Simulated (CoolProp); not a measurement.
Properties of acetone along the isotherm 276.85 °C (Tc = 235.0 °C, pc = 4692 kPa, ω = 0.307).

The numbers come from the reference Helmholtz-energy equation of state, Lemmon 2006 in CoolProp. It is a short technical equation, of lower accuracy than the large ones.

| p (kPa) | phase | cp (kJ/(kg K)) | speed of sound (m/s) | isothermal compressibility (1/MPa) |
|---|---|---|---|---|
| 1680 | gas | 2.163 | 264.5 | 0.6729 |
| 3350 | gas | 2.459 | 236.0 | 0.3989 |
| 5030 | supercritical | 3.085 | 205.1 | 0.3429 |
| 6700 | supercritical | 4.837 | 173.8 | 0.3890 |
| 8380 | supercritical | (withheld) | 192.7 | (withheld) |
| 10100 | supercritical | 3.781 | 258.9 | 0.06769 |
| 11700 | supercritical | 3.395 | 309.4 | 0.03971 |
| 13400 | supercritical | (withheld) | 353.3 | (withheld) |
| 15100 | supercritical | 3.065 | 390.6 | 0.02071 |
| 16800 | supercritical | 2.981 | (withheld) | 0.01668 |
| 18400 | supercritical | (withheld) | 450.8 | 0.01410 |
| 20100 | supercritical | 2.874 | 477.7 | (withheld) |
| 21800 | supercritical | 2.835 | (withheld) | 0.01061 |
| 23500 | supercritical | 2.804 | 525.4 | 0.009438 |

Task: What belongs in the gaps?

Result: 
- 8380, cp (kJ/(kg K)): 4.983
- 8380, isothermal compressibility (1/MPa): 0.1896
- 13400, cp (kJ/(kg K)): 3.189
- 13400, isothermal compressibility (1/MPa): 0.02728
- 16800, speed of sound (m/s): 423.2
- 18400, cp (kJ/(kg K)): 2.922
- 20100, isothermal compressibility (1/MPa): 0.01210
- 21800, speed of sound (m/s): 502.4

The peak of cp marks the crossing from liquid-like to gas-like fluid above the critical point.
